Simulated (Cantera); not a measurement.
Feed: 1 mol SiH2Cl2, 6.2 mol NH3, 8.6 mol H2, equilibrated at 0.380 bar.

Method: chemical equilibrium by Gibbs-energy minimisation in Cantera with the NASA 1993 tables (ideal gas, pure condensed phases). Candidate condensed phases: NH4Cl, Si, Si3N4; 28 gas species. The tables' values for SiCl3 are old estimates; treat these amounts as uncertain. Equilibrium is a limit: real reactors are often held back by kinetics, nucleation or transport. All values below are at 1375 °C.

Base state: H2 0.803, N2 0.110, HCl 0.0848, SiCl2 0.00202, H 0.000129, SiCl3 0.000124, SiHCl3 2.64e-5, SiCl4 1.67e-5 (mole fractions); condensed: Si3N4(s).

What changes in the equilibrium state with this change: SiH2Cl2 replaced by SiCl4?


```tsv
species	before	after
H2	0.803	0.718
HCl	0.0848	0.158
N2	0.110	0.114
SiCl2	0.00202	0.00767
SiCl4	1.67e-5	0.000248
SiCl3	0.000124	0.000929
SiHCl3	2.64e-5	0.000187
Si3N4(s), mol	0.317	0.266
```
